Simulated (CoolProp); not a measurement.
trans-2-butene at 293.15 K and 0.0131 MPa is throttled through a valve to 0.00736 MPa with no heat exchange. Each further row changes one setting.

Computed with CoolProp (reference Helmholtz-energy equation of state, Lemmon 2005). It is a short technical equation, of lower accuracy than the large ones.

| case | temperature change (K) | final density (kg/m³) |
|---|---|---|
| as stated | -0.2 | [?] |
| outlet pressure 0.00221 MPa | [?] | [?] |
| outlet pressure 0.00957 MPa | -0.1 | 0.221 |

Some entries are withheld; supply them.


- as stated, final density (kg/m³): 0.170
- outlet pressure 0.00221 MPa, temperature change (K): -0.3
- outlet pressure 0.00221 MPa, final density (kg/m³): 0.0510
